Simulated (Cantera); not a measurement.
Mixture: CH4 : CO : O2 : N2 = 1 : 0.22 : 2.11 : 7.93 (molar parts), at 310000 Pa, adiabatic and at constant volume. Ignition delay is the time to a rise of 400 K.

Model: GRI-Mech 3.0 (53 species, 325 reactions), integrated in Cantera.

Problem. Predict: delay at 1425 K; delay at 1500 K; delay at 1575 K; delay at 1650 K; delay at 1725 K; apparent activation energy between 1575 and 1725 K.

Solution. 
```
Item                                                    Result
--------------------------------------------------  ----------
delay at 1425 K                                        1.07 ms
delay at 1500 K                                       0.480 ms
delay at 1575 K                                       0.230 ms
delay at 1650 K                                       0.119 ms
delay at 1725 K                                        66.1 µs
apparent activation energy between 1575 and 1725 K  190 kJ/mol
```
